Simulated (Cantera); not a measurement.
**Aluminium nitride and oxide growth: Al(CH₃)₃ + N₂**

A closed system holds: 1 mol Al(CH₃)₃, 2.2 mol N₂, held at 99.0 mbar.

Cantera equilibrium calculation (NASA polynomials, part measured and part estimated; ideal gas, pure solids and liquids). Candidate condensed phases: Al, AlN, C, C₆H₆, C₇H₈, C₈H₁₈; 97 gas species. The feed counts by its element totals alone. Kinetics and transport are ignored.

```json
[
 {"T (K)": "748", "x H₂": "0.583", "x N₂": "0.305", "x CH₄": "0.112", "x HCN": "9.76e-9", "x H": "<1e-12", "x Al": "<1e-12", "n AlN(s)": "1.00", "n C(graphite)": "2.38"},
 {"T (K)": "848", "x H₂": "0.688", "x N₂": "0.282", "x CH₄": "0.0300", "x HCN": "1.29e-7", "x H": "5.02e-11", "x Al": "<1e-12", "n AlN(s)": "1.00", "n C(graphite)": "2.82"},
 {"T (K)": "948", "x H₂": "0.715", "x N₂": "0.277", "x CH₄": "0.00868", "x HCN": "9.58e-7", "x H": "1.41e-9", "x Al": "<1e-12", "n AlN(s)": "1.00", "n C(graphite)": "2.95"},
 {"T (K)": "1048", "x H₂": "0.722", "x N₂": "0.275", "x CH₄": "0.00301", "x HCN": "4.81e-6", "x H": "2.09e-8", "x Al": "<1e-12", "n AlN(s)": "1.00", "n C(graphite)": "2.98"},
 {"T (K)": "1148", "x H₂": "0.724", "x N₂": "0.275", "x CH₄": "0.00124", "x HCN": "1.82e-5", "x H": "1.94e-7", "x Al": "<1e-12", "n AlN(s)": "1.00", "n C(graphite)": "2.99"},
 {"T (K)": "1248", "x H₂": "0.725", "x N₂": "0.274", "x CH₄": "0.000580", "x HCN": "5.54e-5", "x H": "1.26e-6", "x Al": "<1e-12", "n AlN(s)": "1.00", "n C(graphite)": "3.00"},
 {"T (K)": "1348", "x H₂": "0.725", "x N₂": "0.274", "x CH₄": "0.000304", "x HCN": "0.000143", "x H": "6.26e-6", "x Al": "1.19e-11", "n AlN(s)": "1.00", "n C(graphite)": "3.00"},
 {"T (K)": "1448", "x H₂": "0.725", "x N₂": "0.274", "x CH₄": "0.000174", "x HCN": "0.000322", "x H": "2.49e-5", "x Al": "6.05e-10", "n AlN(s)": "1.00", "n C(graphite)": "3.00"},
 {"T (K)": "1548", "x H₂": "0.725", "x N₂": "0.274", "x CH₄": "0.000107", "x HCN": "0.000654", "x H": "8.33e-5", "x Al": "1.85e-8", "n AlN(s)": "1.00", "n C(graphite)": "3.00"},
 {"T (K)": "1648", "x H₂": "0.725", "x N₂": "0.274", "x CH₄": "6.97e-5", "x HCN": "0.00122", "x H": "0.000241", "x Al": "3.70e-7", "n AlN(s)": "1.000", "n C(graphite)": "2.99"},
 {"T (K)": "1748", "x H₂": "0.724", "x N₂": "0.273", "x CH₄": "4.77e-5", "x HCN": "0.00210", "x H": "0.000618", "x Al": "5.24e-6", "n AlN(s)": "1.000", "n C(graphite)": "2.99"},
 {"T (K)": "1848", "x H₂": "0.722", "x N₂": "0.272", "x CH₄": "3.40e-5", "x HCN": "0.00342", "x H": "0.00143", "x Al": "5.55e-5", "n AlN(s)": "1.000", "n C(graphite)": "2.98"},
 {"T (K)": "1948", "x H₂": "0.719", "x N₂": "0.271", "x CH₄": "2.51e-5", "x HCN": "0.00528", "x H": "0.00305", "x Al": "0.000459", "n AlN(s)": "0.997", "n C(graphite)": "2.96"}
]
```
x: gas mole fraction; n: condensed amount in mol.

From 748 K to 1948 K the condensed part is AlN(s) + C(graphite).
